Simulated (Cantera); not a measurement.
Charge: 1 mol Si, 1.8 mol F₂, 27 mol H₂, held at 352 °C and 2.00 Pa.

Equilibrium computed with Cantera from the NASA thermochemical tables; the gas is ideal and each condensed phase is pure. Candidate condensed phases: Si; 25 gas species. Equilibrium is a limit: real reactors are often held back by kinetics, nucleation or transport.

Base state: H₂ 0.968, SiF₄ 0.0320, SiHF₃ 0.000297 (mole fractions); condensed: Si(s).

### Question
What changes in the equilibrium state with this change: pressure from 2.00 Pa to 13.3 mbar?

### Answer
| species | before | after |
|---|---|---|
| H₂ | 0.968 | 0.967 |
| SiF₄ | 0.0320 | 0.0311 |
| SiHF₃ | 0.000297 | 0.00148 |
| SiH₂F₂ | 1.93e-6 | 4.90e-5 |
| Si(s), mol | 0.0979 | 0.0890 |
